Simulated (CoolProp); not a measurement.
A Linde-Hampson liquefier for nitrogen: isothermal reversible compression at 250 K from 1 atm to 5 MPa, throttling to 1 atm, return gas leaving the recuperator 2 K below the feed. Each further row changes one setting.

Computed with CoolProp (reference Helmholtz-energy equation of state, Span 2000).

| case | liquid yield per pass | compression work (kJ/kg of gas) |
|---|---|---|
| as stated | 0.035 | 287 |
| high pressure 10 MPa | [?] | 336 |
| warm-end temperature 280 K | [?] | [?] |
| warm-end gap 7 K | [?] | 287 |

Question: Fill in the missing entries.

Answer: 
- high pressure 10 MPa, liquid yield per pass: 0.072
- warm-end temperature 280 K, liquid yield per pass: 0.024
- warm-end temperature 280 K, compression work (kJ/kg of gas): 323
- warm-end gap 7 K, liquid yield per pass: 0.021
